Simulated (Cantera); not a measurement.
An adiabatic, constant-volume homogeneous reactor starts with 36.3 % H2, 8.63 % O2, 55.1 % N2, equivalence ratio 2.1, at 1400 K and 3750 Torr.

Model: the H2/O2 subset of GRI-Mech 3.0, which has no nitrogen chemistry, integrated in Cantera. The hydrogen kinetics of GRI-Mech 3.0 are dated; newer H2 mechanisms differ, most at raised pressure.

One state of this run: T (K) = 2798; P (bar) = 9.20; x H2 = 0.202; x O2 = 4.30e-5; x O = 0.000118; x OH = 0.00311; x H2O2 = 4.59e-8. x: mole fraction; the columns are a selection and need not sum to one.

Which value of t (s) does it belong to?
(A) 3.00e-6
(B) 1.84e-5
(C) 4.57e-5
(D) 7.44e-6

C, 4.57e-5
